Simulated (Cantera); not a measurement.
A closed system holds: 1 mol HMDSO, 22 mol CO₂, 120 mol N₂, at 1573.15 K and 5.30 Pa.

Method: chemical equilibrium by Gibbs-energy minimisation in Cantera with the NASA 1993 tables (ideal gas, pure condensed phases). Candidate condensed phases: C, C₆H₆, C₇H₈, C₈H₁₈, H₂O, Si, SiC, SiO₂, Si₂N₂O, Si₃N₄; 151 gas species. The feed counts by its element totals alone. The tables hold silica as quartz up to 1696 K and as liquid above; real silica turns to tridymite and cristobalite and melts near 1996 K. The numbers say what is thermodynamically allowed, not how fast it happens.

### Question
What is the equilibrium state?

### Answer
```
Quantity                                    Value
--------------------------------------  ---------
x(N₂)                                       0.764
x(CO)                                       0.126
x(CO₂)                                     0.0520
x(H₂O)                                     0.0309
x(H₂)                                      0.0259
x(H)                                     0.000901
x(SiO)                                   0.000203
x(OH)                                     3.88e-5
x(NO)                                     2.91e-6
n(SiO₂(β-quartz))                        1.97 mol
gas amount                              157.1 mol
log10 activity of C(graphite) (absent)      -8.23
log10 activity of Si(s) (absent)           -10.47
```
